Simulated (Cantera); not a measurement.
Input: 1 mol Cu2O, 0.86 mol H2, 0.72 mol H2O, held at 1.50 bar.

Method: chemical equilibrium by Gibbs-energy minimisation in Cantera with the NASA 1993 tables (ideal gas, pure condensed phases). Candidate condensed phases: Cu, CuO, Cu(OH)2, Cu2O, H2O; 12 gas species. Each liquid is taken as pure. Mutual solubility and eutectic melting of coexisting phases are not modelled. Rates play no part.

Problem. At 1775 K, list the 4 most abundant gas species with their mole fractions, and the condensed phases.

Solution. H2O 0.997, O2 0.00160, H2 0.000866, OH 0.000498. Condensed: Cu(l) + Cu2O(l).
